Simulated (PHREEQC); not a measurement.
2 g of hydrous ferric oxide (600 m²/g; 0.2 weak and 0.005 strong sites per Fe, Dzombak-Morel constants, diffuse double layer) in 1 kg of water with 0.05 mol/kgw of an inert sodium salt and 1.1e-05 mol Na2SeO4, at 25 °C; the pH is set by adding NaOH or the inert anion's acid. Oxygen alone is held at its pressure in air (log pO2 = -0.68). The system is closed to CO2. No solid was allowed to form.

Equilibrium calculation in PHREEQC: ion-association model, wateq4f.dat.

| pH | Se sorbed (%) | surface charge σ (C/m²) | surface potential ψ (mV) |
|---|---|---|---|
| 4 | 99.9 | 0.294 | 159 |
| 4.5 | 99.9 | 0.239 | (withheld) |
| 5.5 | 99.0 | 0.130 | 118 |
| 6 | 95.8 | 0.089 | 99 |
| 7 | (withheld) | 0.034 | 55 |
| 7.5 | 10.6 | (withheld) | 31 |
| 8.5 | 0.2 | -0.010 | -20 |
| 9 | 0.0 | -0.026 | -45 |
| 10 | 0.0 | -0.074 | (withheld) |
| 10.5 | 0.0 | -0.111 | -110 |
| 11.5 | 0.0 | -0.218 | -142 |
| 12 | 0.0 | -0.282 | -151 |

**Question.** Fill in the missing entries.

**Answer.** 
- 4.5, surface potential ψ (mV): 148
- 7, Se sorbed (%): 44.2
- 7.5, surface charge σ (C/m²): 0.017
- 10, surface potential ψ (mV): -90
